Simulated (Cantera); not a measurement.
A Cantera script and its output.

```python
import numpy as np
import cantera as ct

gas = ct.Solution("gri30.yaml", transport_model="multicomponent")
show = ['CO2', 'NO', 'H']

rows = []
print(f"{'T/K':>7s}{'rho':>11s}{'cp':>10s}{'mu':>11s}{'lambda':>11s}{'Pr':>7s}" + "".join(f"{'D_' + s:>11s}" for s in show))
for T in [400, 550, 700, 850, 1000, 1150, 1300, 1450]:
    gas.TPX = T, 2666, {'NO': 0.92, 'H2O': 0.42}
    Pr = gas.cp_mass * gas.viscosity / gas.thermal_conductivity
    D = [gas.mix_diff_coeffs_mole[gas.species_index(s)] for s in show]
    rows.append([gas.density, gas.cp_mass, gas.viscosity, gas.thermal_conductivity, Pr, *D])
    print(f"{T:7g}{gas.density:11.4e}{gas.cp_mass:10.1f}{gas.viscosity:11.4e}"
          f"{gas.thermal_conductivity:11.4e}{Pr:7.3f}" + "".join(f"{d:11.4e}" for d in D))
print("SI units: kg/m3, J/kg/K, Pa s, W/m/K, m2/s")
```

Result:

```
    T/K        rho        cp         mu     lambda     Pr      D_CO2       D_NO        D_H
    400 2.1040e-02    1193.0 2.0355e-05 3.5681e-02  0.681 1.0200e-03 1.4857e-03 7.9835e-03
    550 1.5302e-02    1233.8 2.6233e-05 4.8165e-02  0.672 1.8230e-03 2.6935e-03 1.4054e-02
    700 1.2023e-02    1285.7 3.1616e-05 6.0720e-02  0.669 2.7989e-03 4.1690e-03 2.1369e-02
    850 9.9014e-03    1336.1 3.6624e-05 7.3147e-02  0.669 3.9296e-03 5.8831e-03 2.9811e-02
   1000 8.4162e-03    1382.2 4.1334e-05 8.5385e-02  0.669 5.2027e-03 7.8152e-03 3.9296e-02
   1150 7.3184e-03    1421.5 4.5800e-05 9.7285e-02  0.669 6.6089e-03 9.9501e-03 4.9759e-02
   1300 6.4740e-03    1457.1 5.0060e-05 1.0895e-01  0.670 8.1411e-03 1.2276e-02 6.1152e-02
   1450 5.8043e-03    1489.1 5.4144e-05 1.2037e-01  0.670 9.7932e-03 1.4784e-02 7.3433e-02
SI units: kg/m3, J/kg/K, Pa s, W/m/K, m2/s
```

Detailed kinetics in Cantera: GRI-Mech 3.0 (53 species, 325 reactions). Polar gases are described roughly by these parameters. The composition is frozen, though it would react at the higher temperatures.
